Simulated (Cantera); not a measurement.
An adiabatic, constant-pressure homogeneous reactor starts with CH₄ : O₂ : N₂ : C₂H₆ = 1 : 0.87 : 3.27 : 0.044 (molar parts), at 1225 K and 4200 Torr.

Model: GRI-Mech 3.0 (53 species, 325 reactions), integrated in Cantera.

Predict: time of steepest temperature rise; temperature at 0.200 s; equilibrium temperature; x(CH₄) at 0.200 s; x(O₂) at 0.200 s.


```
Quantity                                                             Value
---------------------------------  ---------------------------------------
time of steepest temperature rise                                  3.50 ms
temperature at 0.200 s                                              2047 K
equilibrium temperature                                             2047 K
x(CH₄) at 0.200 s                  2.44e-8 (gas-phase equilibrium 2.74e-8)
x(O₂) at 0.200 s                   4.11e-9 (gas-phase equilibrium 4.11e-9)
```
